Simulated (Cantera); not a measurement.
A closed system holds: 1 mol CH₂F₂, a varied amount of CH₄, at 2502 °C and 82.0 Pa.

Equilibrium computed with Cantera from the NASA thermochemical tables; the gas is ideal and each condensed phase is pure. Candidate condensed phases: C, C₆H₆, C₇H₈, C₈H₁₈; 95 gas species. Equilibrium is a limit: real reactors are often held back by kinetics, nucleation or transport.

Problem. At 0.12 mol CH₄, list the 5 most abundant gas species with their mole fractions, and the condensed phases.

Solution. HF 0.639, H 0.235, F 0.0742, C₃ 0.0282, H₂ 0.00805. Condensed: C(graphite).
